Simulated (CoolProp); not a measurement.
Vapour pressure (bar) of cyclopentane: the reference equation beside estimates from Tc = 238.6 °C, pc = 45.83 bar, ω = 0.202. Clausius-Clapeyron is anchored at 14.05 °C with a constant enthalpy of vaporisation of 29.04 kJ/mol.

Computed with CoolProp (reference Helmholtz-energy equation of state, Gedanitz 2015).

```tsv
T (°C)	reference	Lee-Kesler	Clausius-Clapeyron	Redlich-Kwong	Soave-Redlich-Kwong
-16.85	0.05921	0.05564	0.06228	0.1060	0.05681
-10.65	0.08302	0.07830	0.08593	0.1466	0.07982
-4.45	0.1143	0.1082	0.1168	0.1990	0.1102
1.65	0.1540	0.1465	0.1559	0.2642	0.1488
7.85	0.2054	0.1962	0.2064	0.3470	0.1989
14.05	0.2699	0.2589	0.2699	0.4489	0.2621
20.25	0.3500	0.3373	0.3490	0.5729	0.3407
26.45	0.4482	0.4338	0.4465	0.7221	0.4375
32.65	0.5673	0.5515	0.5655	0.8995	0.5553
38.85	0.7105	0.6935	0.7097	1.108	0.6972
45.05	0.8807	0.8632	0.8827	1.352	0.8665
51.25	1.082	1.064	1.089	1.635	1.067
57.35	1.313	1.296	1.328	1.954	1.298
63.55	1.585	1.570	1.613	2.323	1.571
69.75	1.899	1.887	1.946	2.741	1.887
```

Absolute difference from the reference over all 15 rows, mean and median: Lee-Kesler 3.3 and 3.2 %, Clausius-Clapeyron 1.3 and 0.6 %, Redlich-Kwong 61.3 and 61.1 %, Soave-Redlich-Kwong 2.4 and 2.4 %.
